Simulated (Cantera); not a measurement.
Input: 1 mol SiHCl₃, 18 mol N₂, at 1123 K and 0.000400 bar.

Equilibrium computed with Cantera from the NASA thermochemical tables; the gas is ideal and each condensed phase is pure. Candidate condensed phases: NH₄Cl, Si, Si₃N₄; 28 gas species. N₂ is the only nitrogen source here; it is nearly inert below about 1500 K, so the nitride shown seldom forms there in practice. The tables' values for SiCl₃ are old estimates; treat these amounts as uncertain. Rates play no part.

Base state: N₂ 0.922, HCl 0.0485, SiCl₄ 0.0255, H₂ 0.00181, SiCl₃ 0.00136, SiCl₂ 0.000904, SiHCl₃ 1.63e-5 (mole fractions); condensed: Si₃N₄(s).

Q: What changes in the equilibrium state with this change: temperature from 1123 K to 1550 K?

A: 
| species | before | after |
|---|---|---|
| N₂ | 0.922 | 0.900 |
| SiCl₂ | 0.000904 | 0.0479 |
| HCl | 0.0485 | 0.0463 |
| SiCl₄ | 0.0255 | 0.000211 |
| SiCl | <1e-9 | 1.06e-5 |
| H | 9.07e-8 | 6.70e-5 |
| Cl | 2.15e-6 | 0.00137 |
| Si₃N₄(s), mol | 0.156 | 0 |
The tables' values for SiCl₃, SiCl are old estimates; treat these amounts as uncertain.

Q: What changes in the equilibrium state with this change: temperature from 1123 K to 925 K?

A: 
```json
[
 {"species": "N₂", "before": "0.922", "after": "0.923"},
 {"species": "HCl", "before": "0.0485", "after": "0.0473"},
 {"species": "SiCl₄", "before": "0.0255", "after": "0.0273"},
 {"species": "SiCl₃", "before": "0.00136", "after": "3.17e-5"},
 {"species": "SiCl₂", "before": "0.000904", "after": "1.46e-6"},
 {"species": "SiHCl₃", "before": "1.63e-5", "after": "5.11e-6"},
 {"species": "H₂", "before": "0.00181", "after": "0.00244"},
 {"species": "Si₃N₄(s), mol", "before": "0.156", "after": "0.159"}
]
```
